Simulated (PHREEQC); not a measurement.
1.2 g of hydrous ferric oxide (600 m²/g; 0.2 weak and 0.005 strong sites per Fe, Dzombak-Morel constants, diffuse double layer) in 1 kg of water with 0.05 mol/kgw of an inert sodium salt, at 25 °C; the pH is set by adding NaOH or the inert anion's acid. Oxygen is held at 0.21 atm. No CO2 enters from the air. Nothing may precipitate in this run.

The numbers come from PHREEQC with the ion-association model, wateq4f.dat.

| pH | surface charge σ (C/m²) | surface potential ψ (mV) |
|---|---|---|
| 4 | 0.295 | 159 |
| 4.5 | 0.239 | 149 |
| 5 | 0.181 | 135 |
| 5.5 | 0.130 | 118 |
| 6 | 0.089 | 99 |
| 6.5 | 0.058 | 78 |
| 7 | 0.034 | 56 |
| 7.5 | 0.017 | 31 |
| 8 | 0.003 | 6 |
| 8.5 | -0.010 | -20 |
| 9 | -0.026 | -45 |
| 9.5 | -0.046 | -69 |
| 10 | -0.074 | -90 |

Species that the database lacks are ignored.
